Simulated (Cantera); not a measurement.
An isothermal, constant-pressure homogeneous reactor starts with NO : N₂ = 1 : 0.19 (molar parts), at 2000 K and 100.0 Torr.

Cantera simulation using GRI-Mech 3.0 (53 species, 325 reactions); the numbers are that mechanism's predictions, not measurements.

One state of this run: x NO = 0.807; x N₂O = 0.000267; x N₂ = 0.176; x NO₂ = 0.000168; x O₂ = 0.0160; x O = 0.000351. x: mole fraction; the columns are a selection and need not sum to one.

Task: Which value of t (s) does it belong to?
A. 2.56
B. 0.000200
C. 0.0134
D. 0.110

Result: D, 0.110
